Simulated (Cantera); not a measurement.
A closed system holds: 1 mol Si, 0.019 mol N2O, a varied amount of N2, held at 0.0173 Torr.

Equilibrium computed with Cantera from the NASA thermochemical tables; the gas is ideal and each condensed phase is pure. Candidate condensed phases: Si, SiO2, Si2N2O, Si3N4; 16 gas species. Mutual solubility and eutectic melting of coexisting phases are not modelled. Kinetics and transport are ignored.

**Question.** What condenses at these points (T in K, n(N2) in mol): (1748, 19); (1448, 14); (1748, 38); (1548, 10); (1598, 16); (1798, 23); (1348, 10)?

**Answer.** 
```csv
T (K),n(N2) in mol,condensed phases,Si condensed (%)
1748,19,gas only,0.0
1448,14,Si3N4,98.0
1748,38,gas only,0.0
1548,10,Si,96.7
1598,16,Si,91.4
1798,23,gas only,0.0
1348,10,Si2N2O + Si3N4,99.8
```
